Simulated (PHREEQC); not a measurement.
Consider water at 25 °C with 4 mmol/kgw HF, 13 mmol/kgw H2SiF6 and 61 mmol/kgw H3AsO4. Closed to the air; pH follows from the charge balance.

The numbers come from PHREEQC with the ion-association model, wateq4f.dat.

Problem. The ionic strength comes out as 0.0480 mol/kgw. What activity coefficients do H2AsO4-, F-, SiF6-2, H+, HF2- get?

Solution. H2AsO4- 0.82, F- 0.81, SiF6-2 0.47, H+ 0.86, HF2- 0.81.

No solid was allowed to form. Saturation is exceeded, for instance for Quartz (slow to form), Chalcedony (slow to form); the values hold only as long as no solid forms. SiF6-2 is the database's only silicon fluoride.
